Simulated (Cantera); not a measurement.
Gas mixture: H2 : CO2 : NH3 : CO = 0.13 : 0.86 : 0.2 : 0.44 (molar parts), at 638 Torr, frozen composition.

Cantera's kinetic-theory transport with the Lennard-Jones parameters of GRI-Mech 3.0, ideal gas; thermal conductivity in the multicomponent form. Polar gases are described roughly by these parameters. The composition is frozen, though it would react at the higher temperatures.

One state of this run: ρ (kg/m³) = 0.563; cp (J/kg/K) = 1244; μ (µPa s) = 27.7; λ (mW/m/K) = 55.4; Pr = 0.623; D (cm²/s) CO2 = 0.764; D (cm²/s) H = 4.63; D (cm²/s) OH = 1.18. D: mixture-averaged diffusion coefficient of that species in the mixture.

Task: Which value of T (K) does it belong to?
A. 1200
B. 1800
C. 600
D. 1600

Result: C, 600
